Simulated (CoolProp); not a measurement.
Properties of octamethyltrisiloxane (MDM) along the isotherm 575 K (Tc = 565.4 K, pc = 14.38 bar, ω = 0.528).

Values from CoolProp's reference Helmholtz-energy equation of state, Thol 2017.

| p (bar) | phase | density (kg/m³) | speed of sound (m/s) | fugacity coefficient |
|---|---|---|---|---|
| 2.16 | gas | 11.23 | 136.6 | 0.9534 |
| 4.31 | gas | 23.73 | 129.1 | 0.9073 |
| 6.47 | gas | … | 120.4 | 0.8612 |
| 8.63 | gas | 55.21 | … | 0.8151 |
| 10.8 | gas | 76.86 | 98.01 | 0.7684 |
| 12.9 | gas | 106.2 | … | … |
| 15.1 | supercritical | 162.9 | … | 0.6715 |
| 17.3 | supercritical | 329.6 | 64.84 | … |
| 19.4 | supercritical | 383.8 | … | 0.5640 |
| 21.6 | supercritical | 409.4 | 121.1 | 0.5206 |

Fill in the missing entries.


- 6.47, density (kg/m³): 38.12
- 8.63, speed of sound (m/s): 110.2
- 12.9, speed of sound (m/s): 83.20
- 12.9, fugacity coefficient: 0.7222
- 15.1, speed of sound (m/s): 62.54
- 17.3, fugacity coefficient: 0.6146
- 19.4, speed of sound (m/s): 97.27
